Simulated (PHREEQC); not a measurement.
0.17 g of hydrous ferric oxide (600 m²/g; 0.2 weak and 0.005 strong sites per Fe, Dzombak-Morel constants, diffuse double layer) in 1 kg of water with 0.01 mol/kgw of an inert sodium salt and 0.00047 mol/kgw CuSO4, at 25 °C; the pH is set by adding NaOH or the inert anion's acid. Oxygen alone is held at its pressure in air (log pO2 = -0.68). The system is closed to CO2. Nothing may precipitate in this run.

Equilibrium calculation in PHREEQC: ion-association model, wateq4f.dat.

| pH | S sorbed (%) | Cu sorbed (%) | surface charge σ (C/m²) | surface potential ψ (mV) |
|---|---|---|---|---|
| 3 | 36.9 | 0.0 | 0.041 | 95 |
| 3.38 | 36.9 | 0.1 | 0.039 | 94 |
| 3.75 | 36.7 | 0.6 | 0.039 | 94 |
| 4.12 | 36.0 | 1.8 | 0.038 | 93 |
| 4.5 | 34.5 | 4.3 | 0.037 | 92 |
| 4.88 | 31.9 | 12.6 | 0.036 | 91 |
| 5.25 | 28.5 | 28.9 | 0.037 | 93 |
| 5.62 | 25.5 | 44.1 | 0.040 | 97 |
| 6 | 23.7 | 52.5 | 0.045 | 103 |
| 6.38 | 22.9 | 56.1 | 0.050 | 108 |
| 6.75 | 22.2 | 57.2 | 0.054 | 112 |
| 7.12 | 21.1 | 56.9 | 0.054 | 112 |
| 7.5 | 18.4 | 54.7 | 0.049 | 107 |
| 7.88 | 12.9 | 50.7 | 0.041 | 98 |
| 8.25 | 6.1 | 46.0 | 0.032 | 86 |
| 8.62 | 1.8 | 42.6 | 0.022 | 69 |
| 9 | 0.4 | 40.9 | 0.014 | 48 |

Along this series the solution becomes supersaturated in solids that the run did not let form, among them Cu(OH)2, Brochantite, Antlerite. The database's constant for dissolved Cu(OH)2 is higher than later reviews accept. The oxide is taken as insoluble; below pH 4 it would dissolve.
